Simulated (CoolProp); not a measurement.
A single-stage vapour-compression cycle with trans-2-butene: evaporating at 293.15 K (dew point), condensing at 314.15 K (bubble point), superheat 2 K, subcooling 0 K, compressor efficiency 0.65, no pressure losses. Each further row changes one setting.

Values from CoolProp's reference Helmholtz-energy equation of state, Lemmon 2005. It is a short technical equation, of lower accuracy than the large ones.

| case | cooling COP | pressure ratio | discharge temperature (K) | refrigerating effect (kJ/kg) | volumetric capacity (kJ/m³) |
|---|---|---|---|---|---|
| as stated | 8.34 | 1.89 | 323.7 | 340 | 1660 |
| evaporating temperature 298.15 K | 11.3 | 1.61 | 321.7 | 347 | 1970 |
| condensing temperature 309.15 K | 11.2 | 1.64 | 317.2 | 352 | 1720 |
| subcooling 5 K | 8.64 | 1.89 | 323.7 | 352 | 1720 |
| superheat 12 K | 8.39 | 1.89 | 333.9 | 357 | 1670 |
| compressor efficiency 0.55 | 7.06 | 1.89 | 327.8 | 340 | 1660 |
